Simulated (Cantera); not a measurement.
An isothermal, constant-pressure homogeneous reactor starts with N2O : N2 = 1 : 5.3 (molar parts), at 1423 K and 0.133 bar. Integrator tolerance rtol = 1e-08.

Cantera simulation using GRI-Mech 3.0 (53 species, 325 reactions); the numbers are that mechanism's predictions, not measurements. GRI-Mech 3.0 was tuned for natural gas; its chemistry of N2O as a main component is partial and can be far from experiment. The temperature is held fixed by assumption; the heat of reaction is taken as removed at once.

Question: What does this change do: N2O 1 to 0.34 parts?

Answer: 
```
quantity                                           before                                    after
----------------  ---------------------------------------  ---------------------------------------
x(N2O) at 40.0 s  2.52e-7 (gas-phase equilibrium 1.32e-8)  4.63e-8 (gas-phase equilibrium 8.71e-9)
x(NO2) at 40.0 s  3.79e-5 (gas-phase equilibrium 7.81e-7)  9.54e-6 (gas-phase equilibrium 3.17e-7)
x(N2) at 40.0 s       0.912 (gas-phase equilibrium 0.926)      0.965 (gas-phase equilibrium 0.971)
x(O2) at 40.0 s     0.0592 (gas-phase equilibrium 0.0733)    0.0235 (gas-phase equilibrium 0.0291)
x(O) at 40.0 s    9.05e-7 (gas-phase equilibrium 1.00e-6)  5.71e-7 (gas-phase equilibrium 6.33e-7)
x(NO) at 40.0 s   0.0286 (gas-phase equilibrium 0.000529)  0.0114 (gas-phase equilibrium 0.000342)
```

Question: What does this change do: 0.1 parts H2O added?

Answer: 
```csv
quantity,before,after
x(N2O) at 40.0 s,2.52e-7 (gas-phase equilibrium 1.32e-8),1.39e-7 (gas-phase equilibrium 1.29e-8)
x(NO2) at 40.0 s,3.79e-5 (gas-phase equilibrium 7.81e-7),2.93e-5 (gas-phase equilibrium 7.64e-7)
x(N2) at 40.0 s,0.912 (gas-phase equilibrium 0.926),0.902 (gas-phase equilibrium 0.913)
x(O2) at 40.0 s,0.0592 (gas-phase equilibrium 0.0733),0.0616 (gas-phase equilibrium 0.0722)
x(O) at 40.0 s,9.05e-7 (gas-phase equilibrium 1.00e-6),9.22e-7 (gas-phase equilibrium 9.97e-7)
x(NO) at 40.0 s,0.0286 (gas-phase equilibrium 0.000529),0.0217 (gas-phase equilibrium 0.000522)
```

Question: What does this change do: pressure from 0.133 bar to 0.0133 bar?

Answer: 
```tsv
quantity	before	after
x(N2O) at 40.0 s	2.52e-7 (gas-phase equilibrium 1.32e-8)	2.02e-5 (gas-phase equilibrium 4.17e-9)
x(NO2) at 40.0 s	3.79e-5 (gas-phase equilibrium 7.81e-7)	1.10e-5 (gas-phase equilibrium 2.47e-7)
x(N2) at 40.0 s	0.912 (gas-phase equilibrium 0.926)	0.911 (gas-phase equilibrium 0.926)
x(O2) at 40.0 s	0.0592 (gas-phase equilibrium 0.0733)	0.0584 (gas-phase equilibrium 0.0733)
x(O) at 40.0 s	9.05e-7 (gas-phase equilibrium 1.00e-6)	3.48e-6 (gas-phase equilibrium 3.18e-6)
x(NO) at 40.0 s	0.0286 (gas-phase equilibrium 0.000529)	0.0303 (gas-phase equilibrium 0.000529)
```
Radical loss at walls, strong at low pressure, is not modelled.
